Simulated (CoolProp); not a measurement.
Vapour-liquid equilibrium of R125 (1) + R236EA (2) at -23.15 °C; x and y are mole fractions of (1).

Computed with CoolProp (multi-fluid Helmholtz-energy mixture model, Lemmon 2005 and Rui 2013; pair parameters Bell 2016).

**Question.** Give the bubble pressure and the first vapour's composition at x = 0.05, 0.275, 0.725. Is there an azeotrope?

**Answer.** x = 0.05: 0.04056 MPa, y = 0.390; x = 0.275: 0.1034 MPa, y = 0.808; x = 0.725: 0.2226 MPa, y = 0.961. No azeotrope shows between x = 0.05 and 0.95.

Pair parameters are fitted to limited data, so mixtures are less certain than the pure fluids. The gap from Raoult's law changes sign with composition, which may be real or a fault of the pair parameters; it wasn't checked against measurements.
